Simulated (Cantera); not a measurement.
A perfectly stirred reactor is fed with NH3 : N2 : H2 = 1 : 7.7 : 0.072 (molar parts), at 100000 Pa; it is held at 2125 K, and followed from long to short residence time.

Model: the gas-phase N/H chemistry of the illustrative SiF4/NH3 mechanism in the Surface Chemkin manual (1991), integrated in Cantera. Walls and surfaces, which speed up NH3 decomposition in real reactors, are not modelled.

### Question
Predict: x(NH3) at τ = 8.60 s; x(N2) at τ = 8.60 s; x(NH2) at τ = 8.60 s; x(H2) at τ = 8.60 s; x(H) at τ = 8.60 s; x(NH3) at τ = 0.260 s; x(N2) at τ = 0.260 s; x(NH2) at τ = 0.260 s; x(H2) at τ = 0.260 s; x(H) at τ = 0.260 s.

### Answer
```
Quantity                 Result
---------------------  --------
x(NH3) at τ = 8.60 s   0.000252
x(N2) at τ = 8.60 s       0.839
x(NH2) at τ = 8.60 s    6.49e-6
x(H2) at τ = 8.60 s       0.160
x(H) at τ = 8.60 s      0.00136
x(NH3) at τ = 0.260 s   0.00519
x(N2) at τ = 0.260 s      0.841
x(NH2) at τ = 0.260 s   6.27e-5
x(H2) at τ = 0.260 s      0.153
x(H) at τ = 0.260 s    0.000613
```
